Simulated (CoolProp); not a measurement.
Vapour-liquid equilibrium of R22 (1) + R11 (2) at 22.45 °C; x and y are mole fractions of (1).

Computed with CoolProp (multi-fluid Helmholtz-energy mixture model, Kamei 1995 and Jacobsen 1992; pair parameters Bell 2016).

| x | bubble pressure (MPa) | y at the bubble point | dew pressure at overall composition x (MPa) | liquid density (mol/L) |
|---|---|---|---|---|
| 0.05 | [?] | 0.417 | 0.1018 | 10.92 |
| 0.125 | 0.2494 | 0.639 | 0.1102 | 11.12 |
| 0.2 | 0.3270 | 0.738 | 0.1200 | 11.32 |
| 0.275 | 0.3967 | 0.796 | 0.1318 | 11.53 |
| 0.35 | 0.4606 | 0.835 | [?] | 11.75 |
| 0.425 | 0.5203 | [?] | 0.1638 | 11.97 |
| 0.5 | 0.5771 | 0.887 | [?] | 12.19 |
| 0.575 | 0.6326 | 0.907 | [?] | 12.42 |
| 0.65 | 0.6879 | 0.924 | [?] | 12.66 |
| 0.725 | 0.7440 | 0.941 | 0.3141 | [?] |
| 0.8 | 0.8021 | 0.957 | 0.4027 | 13.16 |
| 0.875 | 0.8631 | 0.973 | [?] | 13.43 |
| 0.95 | 0.9280 | 0.989 | 0.7762 | 13.70 |

### Question
Complete the blanks.

### Answer

- 0.05, bubble pressure (MPa): 0.1618
- 0.35, dew pressure at overall composition x (MPa): 0.1461
- 0.425, y at the bubble point: 0.864
- 0.5, dew pressure at overall composition x (MPa): 0.1863
- 0.575, dew pressure at overall composition x (MPa): 0.2159
- 0.65, dew pressure at overall composition x (MPa): 0.2562
- 0.725, liquid density (mol/L): 12.91
- 0.875, dew pressure at overall composition x (MPa): 0.5468

No azeotrope shows between x = 0.05 and 0.95.

Pair parameters are fitted to limited data, so mixtures are less certain than the pure fluids.
